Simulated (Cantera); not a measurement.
Input (Python, Cantera):

```python
import numpy as np
import cantera as ct

gas = ct.Solution("gri30.yaml")
gas.TPX = 1200, 101325, {'C2H6': 1, 'N2': 50}
inlet = ct.Reservoir(gas, clone=True)

reactor = ct.IdealGasConstPressureReactor(gas, energy="off", clone=False)
exhaust = ct.Reservoir(gas, clone=True)
tau = [29, 4.2, 0.61, 0.088, 0.013, 0.0018, 0.00027][0]
for a, b in ((inlet, reactor), (reactor, exhaust)):
    ct.MassFlowController(a, b, mdot=lambda t: reactor.mass / tau)
net = ct.ReactorNet([reactor])
show = ['C2H6', 'H2', 'CH2', 'H', 'C2H', 'C2H4']

rows = []
print(f"{'tau/s':>10s}{'T/K':>9s}" + "".join(f"{s:>11s}" for s in show))
for tau in [29, 4.2, 0.61, 0.088, 0.013, 0.0018, 0.00027]:
    net.initial_time = 0.0
    net.advance(30 * tau)
    before = gas.X
    net.advance(40 * tau)
    drift = np.max(np.abs(gas.X - before) / (gas.X + 1e-9))
    rows.append([gas.T, *gas[show].X, drift])
    print(f"{tau:10.3e}{gas.T:9.1f}" + "".join(f"{x:11.3e}" for x in gas[show].X))
```

Result:

```
     tau/s      T/K       C2H6         H2        CH2          H        C2H       C2H4
 2.900e+01   1200.0  8.780e-05  2.632e-02  4.235e-12  2.522e-07  2.112e-11  4.444e-03
 4.200e+00   1200.0  2.638e-04  2.685e-02  1.280e-11  5.201e-07  4.046e-11  5.569e-03
 6.100e-01   1200.0  9.383e-04  2.440e-02  4.339e-11  9.301e-07  6.188e-11  7.875e-03
 8.800e-02   1200.0  3.854e-03  1.733e-02  1.660e-10  1.287e-06  5.191e-11  1.058e-02
 1.300e-02   1200.0  1.254e-02  6.705e-03  4.364e-10  1.155e-06  1.333e-11  6.149e-03
 1.800e-03   1200.0  1.849e-02  1.009e-03  4.377e-10  8.605e-07  1.373e-12  1.023e-03
 2.700e-04   1200.0  1.953e-02  6.657e-05  9.475e-11  3.587e-07  2.645e-14  6.768e-05
```

Computed with Cantera and GRI-Mech 3.0 (53 species, 325 reactions). GRI-Mech 3.0 stops at C3 and has no aromatics, soot or wall deposition, so with more carbon than oxygen in the feed, carbon stays in small species such as C2H2 where larger ones or solid carbon would form.
